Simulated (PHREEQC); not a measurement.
**Metal-bearing waste water**

A solution holds 0.0012 mol/kgw FeCl3, 0.0007 mol/kgw MgSO4, 0.096 mol/kgw H2SO4 and 0.0067 mol/kgw NaCl, at 25 °C. Closed to the air; pH follows from the charge balance.

Equilibrium calculation in PHREEQC: ion-association model, wateq4f.dat.

Each row changes one thing in this solution. This is a speciation only: nothing precipitates in the calculation.

```
case                                           pH  ionic strength (mol/kgw)  SO4-2 (mol/kgw)  Na+ (mol/kgw)  NaSO4- (mol/kgw)  SI of Epsomite (MgSO4:7H2O)  SI of Mirabilite (Na2SO4:10H2O)
-------------------------------------------  ----  ------------------------  ---------------  -------------  ----------------  ---------------------------  -------------------------------
as made                                      1.03                     0.145           0.0191        0.00650          0.000203                        -3.84                            -5.72
FeCl3 left out                               1.03                     0.142           0.0193        0.00649          0.000206                        -3.84                            -5.71
FeCl3 from 0.0012 to 0.00108 mol/kgw         1.03                     0.144           0.0191        0.00650          0.000203                        -3.84                            -5.72
0.0013 mol/kgw NaHCO3 added                  1.03                     0.145           0.0192        0.00776          0.000244                        -3.84                            -5.56
FeCl3 replaced by LiCl at the same molality  1.03                     0.143           0.0193        0.00649          0.000206                        -3.84                            -5.71
temperature from 25 to 35 °C                 1.04                     0.139           0.0162        0.00652          0.000183                        -4.00                            -6.24
```

Some of these states are supersaturated (in Hematite (slow to form), for instance).
